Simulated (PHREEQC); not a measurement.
Make-up at 78 °C: 0.0072 mmol/kgw Ca(HCO3)2 and 0.00088 mmol/kgw Na2CO3. Closed to the air; pH follows from the charge balance.

Computed with PHREEQC (ion-association model, phreeqc.dat).

Precipitation was switched off in this run.

Problem. What pH does the model give?

Solution. pH 7.12.

Problem. In which forms is C present?

Solution. HCO3- 86 %, CO2 14 % of the C.

At this temperature some constants are extrapolated from 25 °C, and those without enthalpy data are left unchanged.
